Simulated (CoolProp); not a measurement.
Model: reference Helmholtz-energy equation of state, Span 1996, in CoolProp.

Problem. For carbon dioxide, give the phase and the cp (kJ/(kg K)) at 59.55 °C and 0.0207 MPa.

Solution. 
- 59.55 °C and 0.0207 MPa: gas; cp 0.880
